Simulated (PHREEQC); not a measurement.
HNO3 is added in steps, without added water, to 1 kg of water holding 80 mmol/kgw ZnSO4 and 24 mmol/kgw Na2SO4, at 25 °C. Oxygen is held at 0.21 atm. CO2 from the air is kept out. Only these solids could form: Zn(OH)2-e, Zn4(OH)6SO4, Mirabilite, Goslarite.

Base run: PHREEQC, ion-association model, wateq4f.dat. Each further column changes one thing. The table gives pH.

| HNO3 added (mol) | base | temperature from 25 to 60 °C | Na2SO4 from 0.024 to 0.0048 mol/kgw | no solid may form |
|---|---|---|---|---|
| 0 | 5.62 | ? | 5.57 | 5.62 |
| 0.004375 | 2.83 | ? | 2.77 | 2.83 |
| 0.009625 | 2.48 | ? | 2.42 | 2.48 |
| 0.014 | 2.31 | ? | 2.25 | 2.31 |
| 0.01837 | 2.18 | 2.39 | 2.13 | 2.18 |
| 0.02363 | 2.06 | 2.27 | 2.01 | 2.06 |
| 0.028 | 1.98 | 2.18 | 1.93 | 1.98 |

**Question.** What belongs in the gaps?

**Answer.** 
- 0, temperature from 25 to 60 °C: 5.24
- 0.004375, temperature from 25 to 60 °C: 3.06
- 0.009625, temperature from 25 to 60 °C: 2.70
- 0.014, temperature from 25 to 60 °C: 2.52

 Constants without temperature data keep their 25 °C values here.
